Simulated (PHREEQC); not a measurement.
2.3 g of hydrous ferric oxide (600 m²/g; 0.2 weak and 0.005 strong sites per Fe, Dzombak-Morel constants, diffuse double layer) in 1 kg of water with 0.001 mol/kgw of an inert sodium salt, at 25 °C; the pH is set by adding NaOH or the inert anion's acid. Oxygen alone is held at its pressure in air (log pO2 = -0.68). No CO2 enters from the air. No solid was allowed to form.

Base run: PHREEQC, ion-association model, wateq4f.dat. Each further column changes one thing. The table gives surface charge σ (C/m²).

| pH | base | background salt from 0.001 to 0.0001 mol/kgw | 0.0027 mol/kgw CaCl2 added |
|---|---|---|---|
| 3 | 0.285 | 0.272 | 0.328 |
| 4 | 0.143 | 0.114 | 0.219 |
| 4.5 | 0.092 | 0.063 | 0.161 |
| 5 | 0.057 | 0.032 | 0.113 |
| 6 | 0.020 | 0.008 | 0.048 |
| 7 | 0.006 | 0.002 | 0.017 |
| 7.5 | 0.003 | 0.001 | 0.009 |
| 8 | 0.000 | 0.000 | 0.004 |
| 9 | -0.004 | -0.002 | 0.000 |

The oxide is taken as insoluble; below pH 4 it would dissolve.
